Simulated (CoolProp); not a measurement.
R507A at several states: Z from the reference equation and from simpler models built on Tc = 343.8 K, pc = 3.705 MPa, ω = 0.286; each cubic takes its own stable root.

Values from CoolProp's reference Helmholtz-energy equation of state, Lemmon 2003. It is a pseudo-pure fit of the blend.

```
T (K)  p (MPa)          phase  reference
-----  -------  -------------  ---------
330.3    0.104            gas     0.9882
256.6     19.8         liquid     0.7127
348.4   0.0503            gas     0.9953
217.9   0.0331            gas     0.9820
475.2     4.08  supercritical     0.8827
```

How far does each simpler model (van der Waals, Redlich-Kwong, Soave-Redlich-Kwong, Peng-Robinson) lie from the reference over these 5 states: mean and median of the absolute difference, and the worst?


- van der Waals: mean 13.0 %, median 1.0 %, worst +59.5 % at 256.6 K and 19.8 MPa
- Redlich-Kwong: mean 3.6 %, median 0.7 %, worst +15.0 % at 256.6 K and 19.8 MPa
- Soave-Redlich-Kwong: mean 3.1 %, median 0.6 %, worst +12.3 % at 256.6 K and 19.8 MPa
- Peng-Robinson: mean 0.2 %, median 0.0 %, worst +0.5 % at 217.9 K and 0.0331 MPa
